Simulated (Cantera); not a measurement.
A Cantera script and its output.

```python
import numpy as np
import cantera as ct

gas = ct.Solution("gri30.yaml")
gas.TPX = 1750, 500000, {'CH4': 1.5, 'O2': 1.18, 'N2': 4.42}
reactor = ct.IdealGasConstPressureReactor(gas, energy="on", clone=False)
net = ct.ReactorNet([reactor])
net.rtol, net.atol = 1e-08, 1e-16
show = ['CH4', 'O2', 'C2H2', 'HO2', 'NO']
times = np.geomspace(5e-06, 0.4, 14)

steps = ct.SolutionArray(gas, extra=["t"])
rows = []
print(f"{'t/s':>10s}{'T/K':>9s}{'P/Pa':>11s}" + "".join(f"{s:>11s}" for s in show))
for t in times:
    while net.time < t:
        t_next = net.step()
        steps.append(gas.state, t=t_next)
    rows.append([np.interp(t, steps.t, y) for y in (steps.T, steps.P, *steps(*show).X.T)])
    print(f"{t:10.3e}{rows[-1][0]:9.1f}{rows[-1][1]:11.4g}" + "".join(f"{x:11.3e}" for x in rows[-1][2:]))
rate = np.gradient(steps.T, steps.t)
print("integrator steps:", len(steps.t))
if steps.T.max() > steps.T[0] + 200:
    print(f"time of steepest temperature rise: {steps.t[rate.argmax()]:.4e} s")
gas.TPX = 1750, 500000, {'CH4': 1.5, 'O2': 1.18, 'N2': 4.42}
gas.equilibrate("HP")
print(f"equilibrium (HP): T = {gas.T:.1f} K  " + "  ".join(f"{s} {gas[s].X[0]:.3e}" for s in show))
```

Output:

```
       t/s      T/K       P/Pa        CH4         O2       C2H2        HO2         NO
 5.000e-06   1749.1      5e+05  2.107e-01  1.660e-01  5.715e-09  2.078e-05  2.161e-12
 1.192e-05   1750.2      5e+05  2.091e-01  1.654e-01  3.014e-07  3.218e-05  1.173e-11
 2.840e-05   1770.5      5e+05  1.995e-01  1.604e-01  1.634e-05  9.789e-05  9.977e-11
 6.768e-05   2528.8      5e+05  3.190e-03  7.015e-06  1.988e-02  7.620e-09  2.399e-05
 1.613e-04   2501.3      5e+05  1.134e-03  9.643e-07  3.892e-03  2.064e-09  1.128e-04
 3.844e-04   2490.0      5e+05  7.968e-05  7.542e-07  1.188e-04  1.562e-09  2.368e-04
 9.161e-04   2488.5      5e+05  1.508e-08  7.909e-07  1.177e-08  1.648e-09  2.193e-04
 2.183e-03   2489.3      5e+05  2.518e-09  8.011e-07  7.869e-12  1.669e-09  1.039e-04
 5.203e-03   2489.7      5e+05  2.293e-09  8.052e-07  7.094e-12  1.678e-09  5.114e-05
 1.240e-02   2489.9      5e+05  2.258e-09  8.064e-07  6.979e-12  1.680e-09  3.642e-05
 2.955e-02   2489.9      5e+05  2.255e-09  8.065e-07  6.972e-12  1.680e-09  3.517e-05
 7.043e-02   2489.9      5e+05  2.255e-09  8.065e-07  6.972e-12  1.680e-09  3.517e-05
 1.678e-01   2489.9      5e+05  2.255e-09  8.065e-07  6.972e-12  1.680e-09  3.517e-05
 4.000e-01   2489.9      5e+05  2.255e-09  8.065e-07  6.972e-12  1.680e-09  3.517e-05
integrator steps: 1806
time of steepest temperature rise: 5.4422e-05 s
equilibrium (HP): T = 2489.9 K  CH4 2.547e-09  O2 8.065e-07  C2H2 7.829e-12  HO2 1.680e-09  NO 3.517e-05
```

Cantera simulation using GRI-Mech 3.0 (53 species, 325 reactions); the numbers are that mechanism's predictions, not measurements.
